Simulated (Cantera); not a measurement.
Feed: 1 mol Al, 68 mol NH3, 10 mol N2, at 28.0 Pa.

These are equilibrium values from Cantera (NASA tables, ideal gas, pure condensed phases), not measurements of a reactor. Candidate condensed phases: Al, AlN; 13 gas species. Kinetics and transport are ignored.

Question: Which condensed phases are stable at each of these points (T (°C)): 1350, 1375, 1400, 1425, 1450, 1475, 1500?

Answer: 
| T (°C) | condensed phases | Al condensed (%) |
|---|---|---|
| 1350 | AlN(s) | 83.0 |
| 1375 | AlN(s) | 65.2 |
| 1400 | AlN(s) | 30.1 |
| 1425 | gas only | 0.0 |
| 1450 | gas only | 0.0 |
| 1475 | gas only | 0.0 |
| 1500 | gas only | 0.0 |

From 1350 °C to 1400 °C the condensed part is AlN(s). From 1425 °C to 1500 °C nothing is condensed.
